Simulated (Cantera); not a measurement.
Feed: 1 mol K2SO4, 4.6 mol CO2, at 99.0 Pa.

Cantera equilibrium calculation (NASA polynomials, part measured and part estimated; ideal gas, pure solids and liquids). Candidate condensed phases: C, K, KO2, K2CO3, K2O, K2O2, K2S, K2SO4, S; 26 gas species. Rates play no part. All values below are at 2050 K.

Base state: CO2 0.438, K 0.222, O2 0.143, SO2 0.109, CO 0.0733, O 0.0117, SO 0.00212, KO 0.000402 (mole fractions); condensed: gas only.

**Question.** What changes in the equilibrium state with this change: CO2 from 4.6 to 1.2 mol?

**Answer.** 
```tsv
species	before	after
K	0.222	0.375
CO2	0.438	0.198
O2	0.143	0.196
SO2	0.109	0.185
CO	0.0733	0.0282
O	0.0117	0.0137
SO3	6.36e-6	1.26e-5
KO	0.000402	0.000797
SO	0.00212	0.00306
```
